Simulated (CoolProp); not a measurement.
Vapour-liquid equilibrium of ethane (1) + n-butane (2) at 252.1 K; x and y are mole fractions of (1).

Values from CoolProp's multi-fluid Helmholtz-energy mixture model, Bücker 2006 and Bücker 2006; pair parameters Kunz 2012.

```csv
x,bubble pressure (MPa),y at the bubble point,dew pressure at overall composition x (MPa),liquid density (mol/L)
0.05,0.1005,0.582,0.04535,10.90
0.125,0.1898,0.788,0.04917,11.19
0.2,0.2821,0.865,0.05369,11.49
0.275,0.3767,0.905,0.05911,11.79
0.35,0.4730,0.929,0.06575,12.11
0.425,0.5704,0.945,0.07405,12.43
0.5,0.6686,0.957,0.08473,12.75
0.575,0.7675,0.967,0.09901,13.08
0.65,0.8674,0.974,0.1190,13.41
0.725,0.9689,0.981,0.1492,13.74
0.8,1.073,0.986,0.1997,14.06
0.875,1.182,0.991,0.3014,14.36
0.95,1.297,0.997,0.6043,14.63
```

No azeotrope shows between x = 0.05 and 0.95.

The pair parameters rest on a limited set of measurements; away from them the model extrapolates.
